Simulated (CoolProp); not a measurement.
Model: reference Helmholtz-energy equation of state, Lemmon 2016, in CoolProp.

Question: For R115, give the phase and the cp (kJ/(kg K)), isothermal compressibility (1/MPa), expansivity (1/kK) at 331.1 K and 1.02 MPa.

Answer: 
- 331.1 K and 1.02 MPa: gas; cp 0.839, isothermal compressibility 1.19, expansivity 5.20
